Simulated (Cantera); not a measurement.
An adiabatic, constant-volume homogeneous reactor starts with CH4 : C2H6 : O2 : N2 = 1 : 0.042 : 2.75 : 33 (molar parts), equivalence ratio 0.78, at 1725 K and 500000 Pa. Integrator tolerance rtol = 1e-08.

Cantera simulation using GRI-Mech 3.0 (53 species, 325 reactions); the numbers are that mechanism's predictions, not measurements.

```
quantity                                                              before                                      after
---------------------------------  -----------------------------------------  -----------------------------------------
time of steepest temperature rise                                    51.4 µs                                    58.6 ms
temperature at 0.600 s                                                2456 K                                     1892 K
equilibrium temperature                                               2456 K                                     1887 K
x(CH4) at 0.600 s                      <1e-12 (gas-phase equilibrium <1e-12)      <1e-12 (gas-phase equilibrium <1e-12)
x(C2H6) at 0.600 s                     <1e-12 (gas-phase equilibrium <1e-12)      <1e-12 (gas-phase equilibrium <1e-12)
x(O2) at 0.600 s                       0.0141 (gas-phase equilibrium 0.0141)      0.0163 (gas-phase equilibrium 0.0155)
x(OH) at 0.600 s                     0.00292 (gas-phase equilibrium 0.00292)  0.000271 (gas-phase equilibrium 0.000261)
x(O) at 0.600 s                    0.000519 (gas-phase equilibrium 0.000519)    1.19e-5 (gas-phase equilibrium 1.12e-5)
x(NO) at 0.600 s                     0.00588 (gas-phase equilibrium 0.00588)   0.000166 (gas-phase equilibrium 0.00161)
x(CH2) at 0.600 s                      <1e-12 (gas-phase equilibrium <1e-12)      <1e-12 (gas-phase equilibrium <1e-12)
```

Problem. What was changed between the two runs?
(A) pressure from 500000 Pa to 110000 Pa
(B) initial temperature 1725 to 1050 K
(C) initial temperature 1725 to 1225 K
(D) CH4 1 to 0.48 parts

Solution. B, initial temperature 1725 to 1050 K
